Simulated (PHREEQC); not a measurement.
# Geothermal or formation water (model solution)

Model water analysis in mg/kgw, 45 °C, pH 6.46, pe 1.6:

```tsv
constituent	mg/kgw
Na	1070
K	257
Ca	605
Mg	97.7
Cl	2390
S(6) as SO4	1070
Alkalinity as HCO3	0.000107
Mn(2)	1.44
Si as SiO2	10.7
```

Valence states are taken as typed.

Computed with PHREEQC (ion-association model, phreeqc.dat).

Each row changes one thing in this solution. No solid was allowed to form.

| case | ionic strength (mol/kgw) | Ca+2 (mol/kgw) | SO4-2 (mol/kgw) | Mg+2 (mol/kgw) | CaSO4 (mol/kgw) | MgSO4 (mol/kgw) | SI of Quartz (SiO2) | SI of Gypsum (CaSO4:2H2O) |
|---|---|---|---|---|---|---|---|---|
| as made | 0.106 | 0.0128 | 0.00696 | 0.00297 | 0.00233 | 0.00105 | -0.03 | -0.33 |
| Ca from 605 to 1820 mg/kgw | 0.160 | 0.0410 | 0.00546 | 0.00331 | 0.00444 | 0.000705 | -0.03 | -0.04 |
| Ca from 605 to 302 mg/kgw | 0.0937 | 0.00618 | 0.00769 | 0.00282 | 0.00135 | 0.00119 | -0.03 | -0.56 |
| pH from 6.46 to 5.96 at the same alkalinity | 0.106 | 0.0128 | 0.00696 | 0.00297 | 0.00233 | 0.00105 | -0.03 | -0.33 |

Constants without temperature data keep their 25 °C values here.
